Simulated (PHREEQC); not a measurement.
**Copper plating or etch bath: speciation**

Consider water at 9.3 °C with 5.8 mmol/kgw Cu(BF4)2 and 0.84 mmol/kgw KCl. Closed to the air; pH follows from the charge balance.

All values are PHREEQC results (ion-association model, phreeqc.dat), not measurements.

No solid was allowed to form.

Predict the pH, ionic strength.

pH 2.89; ionic strength 0.0194 mol/kgw.

In which forms is Cu present?

Cu+2 98 %, CuF+ 2.1 % of the Cu.

Constants without temperature data keep their 25 °C values here. Real BF4- forms and hydrolyses slowly; the run takes it at equilibrium.
